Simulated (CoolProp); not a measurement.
Vapour-liquid equilibrium of R125 (1) + R245fa (2) at -62.45 °C; x and y are mole fractions of (1).

The numbers come from the multi-fluid Helmholtz-energy mixture model, Lemmon 2005 and Akasaka 2015; pair parameters Bell 2016 in CoolProp.

Question: Give the bubble pressure and the first vapour's composition at x = 0.35, 0.65, 0.85. Is there an azeotrope?

Answer: x = 0.35: 18.93 kPa, y = 0.961; x = 0.65: 31.82 kPa, y = 0.986; x = 0.85: 40.45 kPa, y = 0.995. No azeotrope shows between x = 0.05 and 0.95.

The pair parameters rest on a limited set of measurements; away from them the model extrapolates.
